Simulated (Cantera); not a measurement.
## Adiabatic ignition

An adiabatic, constant-pressure homogeneous reactor starts with CH₄ : C₂H₆ : C₃H₈ : O₂ : N₂ : H₂O = 1 : 0.045 : 0.16 : 2.69 : 10.1 : 1.3 (molar parts), equivalence ratio 1.1, at 1575 K and 680000 Pa.

Computed with Cantera and GRI-Mech 3.0 (53 species, 325 reactions). GRI-Mech 3.0 was tuned for natural gas; its chemistry of propane as a main component is partial and can be far from experiment.

```
t (s)     T (K)   x CH₄   x C₂H₆   x C₃H₈     x OH    x N₂O     x CO₂     x HCN
--------  -----  ------  -------  -------  -------  -------  --------  --------
3.00e-6    1572  0.0648  0.00295  0.00956  1.34e-5  1.09e-9   3.54e-6  1.20e-12
7.33e-6    1576  0.0633  0.00335  0.00790  1.91e-5  3.68e-9   2.25e-5  1.12e-11
1.79e-5    1616  0.0566  0.00365  0.00345  5.65e-5  1.79e-8  0.000153  1.66e-10
4.38e-5    2819  <1e-12   <1e-12   <1e-12   0.0171  7.56e-7    0.0554   1.23e-9
0.000107   2846  <1e-12   <1e-12   <1e-12   0.0160  8.11e-7    0.0570   2.50e-9
0.000262   2841  <1e-12   <1e-12   <1e-12   0.0156  8.26e-7    0.0567   4.38e-9
0.000641   2835  <1e-12   <1e-12   <1e-12   0.0150  8.75e-7    0.0563   6.49e-9
0.00157    2833  <1e-12   <1e-12   <1e-12   0.0149  8.95e-7    0.0562   7.12e-9
0.00383    2833  <1e-12   <1e-12   <1e-12   0.0149  8.95e-7    0.0562   7.13e-9
0.00936    2833  <1e-12   <1e-12   <1e-12   0.0149  8.95e-7    0.0562   7.13e-9
0.0229     2833  <1e-12   <1e-12   <1e-12   0.0149  8.95e-7    0.0562   7.13e-9
0.0560     2833  <1e-12   <1e-12   <1e-12   0.0149  8.95e-7    0.0562   7.13e-9
0.137      2833  <1e-12   <1e-12   <1e-12   0.0149  8.95e-7    0.0562   7.13e-9
0.335      2833  <1e-12   <1e-12   <1e-12   0.0149  8.95e-7    0.0562   7.13e-9
0.818      2833  <1e-12   <1e-12   <1e-12   0.0149  8.95e-7    0.0562   7.13e-9
2.00       2833  <1e-12   <1e-12   <1e-12   0.0149  8.95e-7    0.0562   7.13e-9
```
x: mole fraction; the columns are a selection and need not sum to one.

```yaml
time_of_steepest_temperature_rise: 29.0 µs
temperature at 2.00 s: 2833 K
equilibrium_temperature: 2833 K
x(CH₄) at 2.00 s: <1e-12 (gas-phase equilibrium <1e-12)
x(C₂H₆) at 2.00 s: <1e-12 (gas-phase equilibrium <1e-12)
x(C₃H₈) at 2.00 s: <1e-12 (gas-phase equilibrium <1e-12)
```
